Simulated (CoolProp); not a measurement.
Vapour-liquid equilibrium of R1234yf (1) + R227EA (2) at 271.9 K; x and y are mole fractions of (1).

Computed with CoolProp (multi-fluid Helmholtz-energy mixture model, Lemmon 2022 and Lemmon 2016; pair parameters Bell 2016).

```tsv
x	bubble pressure, mixture model (kPa)	bubble pressure, Raoult's law (kPa)	y, mixture model	y, Raoult's law
0.05	192.5	192.2	0.077	0.079
0.125	201.5	200.9	0.184	0.188
0.2	210.3	209.7	0.282	0.289
0.275	219.0	218.4	0.372	0.381
0.35	227.7	227.1	0.455	0.467
0.425	236.2	235.8	0.533	0.546
0.5	244.8	244.5	0.606	0.619
0.575	253.4	253.3	0.675	0.687
0.65	262.0	262.0	0.740	0.751
0.725	270.6	270.7	0.801	0.811
0.8	279.3	279.4	0.859	0.867
0.875	288.0	288.2	0.915	0.919
0.95	296.8	296.9	0.967	0.969
```

The largest gap from Raoult's law is +0.3 % in bubble pressure, at x = 0.2. No azeotrope shows between x = 0.05 and 0.95.

Pair parameters are fitted to limited data, so mixtures are less certain than the pure fluids.
